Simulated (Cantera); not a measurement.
What does this Cantera script print?

```python
import numpy as np
import cantera as ct

gas_names = [...]  # 151 gases of nasa_gas.yaml made of C, H, N, O, Si
cond_names = """
    C(gr) C6H6(L) C7H8(L) C8H18(L),n-octa H2O(s) H2O(L) Si(cr) Si(L) SiC(b) SiO2(Lqz) SiO2(hqz) SiO2(L)
    Si2N2O(s) Si3N4(a)
""".split()


# ... load() reads the species with a 1 bar reference pressure and builds the phases ...
atoms = {
    'HMDSO': {'Si': 2, 'C': 6, 'H': 18, 'O': 1},
    'CO2': {'C': 1, 'O': 2},
    'H2': {'H': 2},
    'NO': {'N': 1, 'O': 1},
}
top_T = {'C(gr)': 4500, 'SiC(b)': 3050, 'Si2N2O(s)': 2100, 'Si3N4(a)': 2400}  # K; cautious upper limits of use, not melting points


# ... equilibrate(T, P, feed) seeds the gas with the atoms and calls Mixture.equilibrate('TP', solver="vcs", rtol=1e-11, max_steps=5000) ...
results = []
feed = {'HMDSO': 1, 'CO2': 2.7, 'H2': 42, 'NO': 0.88}  # mol
T = 1123.15  # K
P = 8300  # Pa
mix = equilibrate(T, P, feed)
results.append((T, P, feed, dict(zip(mix.species_names, mix.species_moles))))
x = sorted(zip(gas.X, gas.species_names), reverse=True)
print(f"T = {T:g} K  P = {P:g} Pa  gas = {mix.phase_moles(0):.4g} mol")
print("   x: " + "  ".join(f"{s} {v:.3e}" for v, s in x if v > 0.001))
print("   condensed (mol): " + ("  ".join(f"{mix.phase(i).name} {mix.phase_moles(i):.4g}"
      for i in range(1, mix.n_phases) if mix.phase_moles(i) > 1e-12) or "none"))
```

Result:

```
T = 1123.15 K  P = 8300 Pa  gas = 54.59 mol
   x: H2 9.298e-01  CO 5.975e-02  N2 8.058e-03  CH4 2.103e-03
   condensed (mol): C(gr) 5.323  SiO2(hqz) 2
```

These are equilibrium values from Cantera (NASA tables, ideal gas, pure condensed phases), not measurements of a reactor. The feed counts by its element totals alone.
